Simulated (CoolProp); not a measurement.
C2F6 (R116) at several states: fugacity coefficient from the reference equation and from simpler models built on Tc = 293.0 K, pc = 30.48 bar, ω = 0.257; each cubic takes its own stable root.

Model: reference Helmholtz-energy equation of state, Lemmon 2006, in CoolProp. It is a short technical equation, of lower accuracy than the large ones.

```tsv
T (K)	p (bar)	phase	reference
294.5	0.552	gas	0.9941
195.8	35.9	liquid	0.03372
418	0.248	gas	0.9993
245.1	6.22	gas	0.8770
421	0.252	gas	0.9993
```

**Question.** How far does each simpler model (Redlich-Kwong, Soave-Redlich-Kwong, Peng-Robinson) lie from the reference over these 5 states: mean and median of the absolute difference, and the worst?

**Answer.** 
- Redlich-Kwong: mean 13.7 %, median 0.0 %, worst +67.4 % at 195.8 K and 35.9 bar
- Soave-Redlich-Kwong: mean 0.2 %, median 0.0 %, worst +0.8 % at 195.8 K and 35.9 bar
- Peng-Robinson: mean 0.4 %, median 0.1 %, worst -1.3 % at 195.8 K and 35.9 bar
